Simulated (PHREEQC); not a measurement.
0.061 g of hydrous ferric oxide (600 m²/g; 0.2 weak and 0.005 strong sites per Fe, Dzombak-Morel constants, diffuse double layer) in 1 kg of water with 0.005 mol/kgw of an inert sodium salt and 2.5e-06 mol/kgw Ag2SO4, at 25 °C; the pH is set by adding NaOH or the inert anion's acid. Oxygen alone is held at its pressure in air (log pO2 = -0.68). No CO2 enters from the air. Nothing may precipitate in this run.

The numbers come from PHREEQC with the ion-association model, wateq4f.dat.

```csv
pH,S sorbed (%),Ag sorbed (%),surface charge σ (C/m²)
4,99.9,0.0,0.176
5,98.9,0.4,0.086
5.5,94.6,1.3,0.056
6,74.7,4.1,0.036
7,5.9,23.7,0.013
8,0.1,54.1,0.001
8.5,0.0,65.6,-0.004
9,0.0,76.1,-0.009
10,0.0,94.2,-0.030
```

Species that the database lacks are ignored.
